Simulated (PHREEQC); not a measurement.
A made-up water analysis in mg/kgw, 25 °C, pH 6.62, pe 8.8: Na 6.15; K 6.56; Ca 3.2; Mg 0.824; Cl 3.67; S(6) as SO4 17.8; Alkalinity as HCO3 12.6; Zn 0.00809; Cu(2) 0.232; Pb 0.693.

Na is adjusted to close the charge balance.
Valence states are taken as typed.

Equilibrium calculation in PHREEQC: ion-association model, wateq4f.dat.

The ionic strength comes out as 0.000964 mol/kgw.

```tsv
species	molality	activity	log γ
Na+	0.000271	0.000262	-0.015
HCO3-	0.000201	0.000195	-0.015
SO4-2	0.000181	0.000158	-0.060
K+	0.000168	0.000162	-0.015
CO2	0.000105	0.000105	0.000
Cl-	0.000103	9.99e-5	-0.015
Ca+2	7.75e-5	6.75e-5	-0.060
Mg+2	3.28e-5	2.85e-5	-0.060
Cu+2	2.21e-6	1.93e-6	-0.060
CaSO4	2.13e-6	2.13e-6	0.000
Pb+2	1.79e-6	1.56e-6	-0.061
MgSO4	1.06e-6	1.06e-6	0.000
PbCO3	1.03e-6	1.03e-6	0.000
Cu(OH)2	6.99e-7	7.00e-7	0.000
```

This is a speciation only: nothing precipitates in the calculation. The database's constant for dissolved Cu(OH)2 is higher than later reviews accept.
